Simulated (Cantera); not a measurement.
A closed system holds: 1 mol CuO, 0.59 mol CO, 0.44 mol H2, equilibrated at 1.00 bar.

Method: chemical equilibrium by Gibbs-energy minimisation in Cantera with the NASA 1993 tables (ideal gas, pure condensed phases). Candidate condensed phases: C, C6H6, C7H8, C8H18, Cu, CuO, Cu(OH)2, Cu2O, H2O; 113 gas species. Rates play no part.

x: gas mole fraction; n: condensed amount in mol.

| T (K) | x CO2 | x H2O | x CO | x H2 | x Cu | x OH | x H | n Cu(s) | n Cu(l) |
|---|---|---|---|---|---|---|---|---|---|
| 1025 | 0.558 | 0.413 | 0.0149 | 0.0143 | 4.15e-11 | ? | 5.20e-10 | 1.00 | 0 |
| 1100 | 0.556 | 0.415 | 0.0168 | 0.0123 | 5.95e-10 | ? | 2.87e-9 | 1.00 | 0 |
| 1175 | 0.554 | 0.416 | 0.0184 | 0.0108 | 6.05e-9 | ? | 1.27e-8 | 1.00 | 0 |
| 1250 | 0.553 | 0.418 | 0.0196 | 0.00948 | 4.64e-8 | ? | 4.71e-8 | 1.00 | 0 |
| 1325 | 0.552 | 0.419 | 0.0207 | 0.00843 | 2.81e-7 | ? | 1.50e-7 | 1.00 | 0 |
| 1400 | 0.551 | 0.420 | 0.0216 | 0.00756 | 1.35e-6 | ? | 4.23e-7 | 0 | 1.000 |
| 1475 | 0.551 | 0.420 | 0.0223 | 0.00685 | 5.36e-6 | ? | 1.07e-6 | 0 | 1.000 |

### Question
What belongs in the gaps?

### Answer

- 1025, x OH: 4.02e-11
- 1100, x OH: 4.30e-10
- 1175, x OH: 3.43e-9
- 1250, x OH: 2.14e-8
- 1325, x OH: 1.09e-7
- 1400, x OH: 4.66e-7
- 1475, x OH: 1.73e-6
